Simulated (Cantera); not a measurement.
Charge: 1 mol C2H5OH, 3.7 mol H2, 8.4 mol N2, held at 975 Torr.

Method: chemical equilibrium by Gibbs-energy minimisation in Cantera with the NASA 1993 tables (ideal gas, pure condensed phases). Candidate condensed phases: C, C6H6, C7H8, C8H18, H2O; 136 gas species. Equilibrium is a limit: real reactors are often held back by kinetics, nucleation or transport.

Problem. Which condensed phases are stable at each of these points (T (K)): 1548, 1698, 1848, 1998, 2148, 2298, 2448, 2598, 2748, 2898, 3048?

Solution. 
```tsv
T (K)	condensed phases	C condensed (%)
1548	C(graphite)	49.1
1698	C(graphite)	48.4
1848	C(graphite)	46.7
1998	C(graphite)	43.7
2148	C(graphite)	38.6
2298	C(graphite)	30.9
2448	C(graphite)	19.7
2598	C(graphite)	4.3
2748	gas only	0.0
2898	gas only	0.0
3048	gas only	0.0
```

From 1548 K to 2598 K the condensed part is C(graphite). From 2748 K to 3048 K nothing is condensed.
